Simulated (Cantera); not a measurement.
Cantera run, input and output.

```python
import numpy as np
import cantera as ct

gas = ct.Solution("gri30.yaml")
gas.TPX = 1750, 13332, {'CH4': 1, 'CO2': 2}
reactor = ct.IdealGasConstPressureReactor(gas, energy="off", clone=False)
net = ct.ReactorNet([reactor])
net.rtol, net.atol = 1e-08, 1e-18
show = ['CH4', 'CO2', 'CH2CO', 'CO', 'O']
times = np.geomspace(1e-05, 10, 12)

steps = ct.SolutionArray(gas, extra=["t"])
rows = []
print(f"{'t/s':>10s}{'T/K':>9s}{'P/Pa':>11s}" + "".join(f"{s:>11s}" for s in show))
for t in times:
    while net.time < t:
        t_next = net.step()
        steps.append(gas.state, t=t_next)
    rows.append([np.interp(t, steps.t, y) for y in (steps.T, steps.P, *steps(*show).X.T)])
    print(f"{t:10.3e}{rows[-1][0]:9.1f}{rows[-1][1]:11.4g}" + "".join(f"{x:11.3e}" for x in rows[-1][2:]))
rate = np.gradient(steps.T, steps.t)
print("integrator steps:", len(steps.t))
if steps.T.max() > steps.T[0] + 200:
    print(f"time of steepest temperature rise: {steps.t[rate.argmax()]:.4e} s")
gas.TPX = 1750, 13332, {'CH4': 1, 'CO2': 2}
gas.equilibrate("TP")
print(f"equilibrium (TP): T = {gas.T:.1f} K  " + "  ".join(f"{s} {gas[s].X[0]:.3e}" for s in show))
```

Result:

```
       t/s      T/K       P/Pa        CH4        CO2      CH2CO         CO          O
 1.000e-05   1750.0  1.333e+04  3.333e-01  6.667e-01  2.133e-15  6.788e-07  1.433e-11
 3.511e-05   1750.0  1.333e+04  3.332e-01  6.666e-01  1.012e-13  2.510e-06  1.474e-11
 1.233e-04   1750.0  1.333e+04  3.327e-01  6.665e-01  4.591e-12  9.626e-06  1.642e-11
 4.329e-04   1750.0  1.333e+04  3.307e-01  6.659e-01  2.849e-10  6.209e-05  3.212e-11
 1.520e-03   1750.0  1.333e+04  3.123e-01  6.592e-01  5.406e-08  1.208e-03  2.737e-10
 5.337e-03   1750.0  1.333e+04  2.199e-01  6.015e-01  8.053e-06  1.701e-02  8.655e-10
 1.874e-02   1750.0  1.333e+04  1.071e-01  4.665e-01  5.488e-05  9.232e-02  1.271e-09
 6.579e-02   1750.0  1.333e+04  2.473e-02  2.570e-01  1.649e-04  2.677e-01  3.397e-09
 2.310e-01   1750.0  1.333e+04  9.335e-03  1.540e-01  9.782e-05  3.955e-01  6.334e-09
 8.111e-01   1750.0  1.333e+04  5.725e-03  9.877e-02  2.171e-05  4.840e-01  6.865e-09
 2.848e+00   1750.0  1.333e+04  1.362e-03  7.308e-02  1.444e-06  5.257e-01  7.851e-09
 1.000e+01   1750.0  1.333e+04  1.917e-07  7.029e-02  5.489e-11  5.296e-01  9.096e-09
integrator steps: 1861
equilibrium (TP): T = 1750.0 K  CH4 4.713e-10  CO2 7.029e-02  CH2CO 9.677e-14  CO 5.296e-01  O 9.102e-09
```

Detailed kinetics in Cantera: GRI-Mech 3.0 (53 species, 325 reactions).
